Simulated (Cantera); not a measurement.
A perfectly stirred reactor is fed with 1.15 % CH4, 96.0 % H2, 2.59 % CO2, 0.211 % H2O, at 0.132 atm; it is held at 1725 K, and followed from long to short residence time.

Detailed kinetics in Cantera: GRI-Mech 3.0 (53 species, 325 reactions).

Question: Predict: x(CH4) at τ = 10.0 s; x(H2) at τ = 10.0 s; x(CO2) at τ = 10.0 s; x(CO) at τ = 10.0 s; x(CH3) at τ = 10.0 s; x(CH4) at τ = 0.140 s; x(H2) at τ = 0.140 s; x(CO2) at τ = 0.140 s; x(CO) at τ = 0.140 s; x(CH3) at τ = 0.140 s.

Answer: 
| Property | Value |
|---|---|
| x(CH4) at τ = 10.0 s | 0.00275 |
| x(H2) at τ = 10.0 s | 0.941 |
| x(CO2) at τ = 10.0 s | 0.000273 |
| x(CO) at τ = 10.0 s | 0.0288 |
| x(CH3) at τ = 10.0 s | 2.92e-5 |
| x(CH4) at τ = 0.140 s | 0.00963 |
| x(H2) at τ = 0.140 s | 0.939 |
| x(CO2) at τ = 0.140 s | 0.00432 |
| x(CO) at τ = 0.140 s | 0.0216 |
| x(CH3) at τ = 0.140 s | 9.70e-5 |
